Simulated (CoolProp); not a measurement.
Ethanol at 293.15 K and 0.681 MPa flows at 2.6 m/s in a round tube of 20 mm bore and 45 µm roughness, fully developed (64/Re and Nu = 3.66 if laminar; Colebrook and Gnielinski if turbulent). Each further row changes one setting.

The numbers come from the reference Helmholtz-energy equation of state, Schroeder 2014 in CoolProp.

```tsv
case	Reynolds number	Darcy friction factor	pressure drop (Pa/m)	heat-transfer coefficient (W/(m² K))	mass flow (kg/h)
as stated	34300	0.0281	3760	3160	2320
velocity 5.2 m/s	68600	0.0264	14100	6180	4650
diameter 40 mm	68600	0.0234	1570	2880	9290
```

Viscosity comes from a separate model (Kiselev 2005). Thermal conductivity comes from a separate model (Assael 2013).
